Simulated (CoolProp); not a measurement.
Values from CoolProp's reference Helmholtz-energy equation of state, Outcalt 1996. It is a modified Benedict-Webb-Rubin equation, recast in Helmholtz form.

Problem. For R152A, give the phase and the cp (kJ/(kg K)), cv (kJ/(kg K)), speed of sound (m/s), viscosity (µPa s) at 226.85 °C and 0.00714 MPa; 226.85 °C and 2.26 MPa.

Solution. 
- 226.85 °C and 0.00714 MPa: gas; cp 1.46, cv 1.34, speed of sound 262, viscosity 18.3
- 226.85 °C and 2.26 MPa: gas; cp 1.55, cv 1.36, speed of sound 248, viscosity 18.5

Viscosity comes from a separate model (Bell 2016), an estimate that may be off by 10 % or more.
